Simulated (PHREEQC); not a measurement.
Consider water at 20 °C with 0.97 mol KOH, 0.0014 mol KNO3 and 0.85 mol KH2PO4 per kg of water. Closed to the air; pH follows from the charge balance.

The numbers come from PHREEQC with the ion-association model, phreeqc.dat.

```json
[
 {"quantity": "pH", "before": "10.29", "after": "10.07"},
 {"quantity": "ionic strength (mol/kgw)", "before": "2.51", "after": "2.53"},
 {"quantity": "K+ (mol/kgw)", "before": "1.62", "after": "1.63"},
 {"quantity": "HPO4-2 (mol/kgw)", "before": "0.531", "after": "0.540"},
 {"quantity": "KHPO4- (mol/kgw)", "before": "0.199", "after": "0.190"},
 {"quantity": "PO4-3 (mol/kgw)", "before": "0.120", "after": "0.119"}
]
```

**Question.** Which change was made?
(A) diluted 2-fold with water
(B) KOH replaced by KBr at the same molality
(C) temperature from 20 to 50 °C
(D) diluted 100-fold with water
(E) temperature from 20 to 40 °C

**Answer.** E, temperature from 20 to 40 °C

Precipitation was switched off in this run. The ionic strength passes 0.7 mol/kgw, the rough limit of the ion-association models, in every such run. Constants without temperature data keep their 25 °C values here.
